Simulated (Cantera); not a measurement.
Nitride etching: AlN + H₂O + N₂

Charge: 1 mol AlN, 0.97 mol H₂O, 65 mol N₂, at 2.40 Pa.

Method: chemical equilibrium by Gibbs-energy minimisation in Cantera with the NASA 1993 tables (ideal gas, pure condensed phases). Candidate condensed phases: Al, AlN, Al₂O₃, H₂O; 35 gas species. Mutual solubility and eutectic melting of coexisting phases are not modelled. The tables' values for AlOH are old estimates; treat these amounts as uncertain. Condensed phases not in the tables: aluminium oxynitride. The numbers say what is thermodynamically allowed, not how fast it happens.

```
T (°C)   x N₂       x H     x H₂     x Al    x Al₂O  n AlN(s)  n Al₂O₃(s)
------  -----  --------  -------  -------  --------  --------  ----------
952     0.985   7.69e-6   0.0146  5.38e-9  1.51e-11     0.353       0.323
1027    0.985   2.73e-5   0.0146  2.02e-7   1.57e-9     0.353       0.323
1102    0.985   8.45e-5   0.0146  5.07e-6   9.70e-8     0.353       0.323
1177    0.985  0.000233   0.0145  9.10e-5   3.89e-6     0.347       0.323
1252    0.984  0.000578   0.0143  0.00122  0.000108     0.262       0.321
1327    0.980   0.00131   0.0139  0.00456  0.000543         0       0.311
1402    0.979   0.00272   0.0131  0.00463  0.000488         0       0.312
1477    0.978   0.00518   0.0119  0.00468  0.000441         0       0.313
1552    0.976   0.00897  0.00996  0.00473  0.000400         0       0.314
1627    0.973    0.0140  0.00743  0.00476  0.000365         0       0.314
1702    0.971    0.0192  0.00474  0.00479  0.000334         0       0.313
1777    0.968    0.0235  0.00257  0.00489  0.000312         0       0.305
```
x: gas mole fraction; n: condensed amount in mol.

From 952 °C to 1252 °C the condensed part is AlN(s) + Al₂O₃(s). From 1327 °C to 1777 °C the condensed part is Al₂O₃(s).
